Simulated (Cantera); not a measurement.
Feed: 1 mol CH4, 0.34 mol NH3, 0.96 mol H2, equilibrated at 48.0 Pa.

Method: chemical equilibrium by Gibbs-energy minimisation in Cantera with the NASA 1993 tables (ideal gas, pure condensed phases). Candidate condensed phases: C, C6H6, C7H8, C8H18; 92 gas species. Kinetics and transport are ignored.

What share of the C ends up in condensed phases as a function of T (K), at 2348, 2423, 2498, 2573, 2648, 2723, 2798, 2873?


```json
[
 {"T (K)": "2348", "C condensed (%)": "93.7", "as": "C(graphite)"},
 {"T (K)": "2423", "C condensed (%)": "92.1", "as": "C(graphite)"},
 {"T (K)": "2498", "C condensed (%)": "89.5", "as": "C(graphite)"},
 {"T (K)": "2573", "C condensed (%)": "83.9", "as": "C(graphite)"},
 {"T (K)": "2648", "C condensed (%)": "69.2", "as": "C(graphite)"},
 {"T (K)": "2723", "C condensed (%)": "29.5", "as": "C(graphite)"},
 {"T (K)": "2798", "C condensed (%)": "0.0", "as": "-"},
 {"T (K)": "2873", "C condensed (%)": "0.0", "as": "-"}
]
```
